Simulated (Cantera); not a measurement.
## Transport properties of process gases

Gas mixture: 38.8 % C₂H₂, 61.2 % N₂, at 100.0 Torr, frozen composition.

Cantera's kinetic-theory transport with the Lennard-Jones parameters of GRI-Mech 3.0, ideal gas; thermal conductivity in the mixture-averaged form. The composition is frozen, though it would react at the higher temperatures.

```csv
T (K),ρ (kg/m³),cp (J/kg/K),μ (µPa s),λ (mW/m/K),Pr,D (cm²/s) H₂O,D (cm²/s) C₂H₂,D (cm²/s) H₂
400,0.109,1374,18.4,33.9,0.745,2.69,2.13,8.82
550,0.0794,1475,23.3,45.7,0.753,4.91,3.73,15.1
700,0.0624,1557,27.7,57.0,0.756,7.65,5.65,22.6
850,0.0514,1634,31.6,68.0,0.760,10.8,7.85,31.3
1000,0.0437,1703,35.3,78.6,0.765,14.4,10.3,40.9
1150,0.0380,1760,38.8,88.9,0.767,18.4,13.1,51.6
1300,0.0336,1810,42.0,98.9,0.769,22.8,16.0,63.3
1450,0.0301,1852,45.2,109,0.770,27.5,19.2,75.8
1600,0.0273,1888,48.2,118,0.771,32.5,22.7,89.3
```
D: mixture-averaged diffusion coefficient of that species in the mixture.
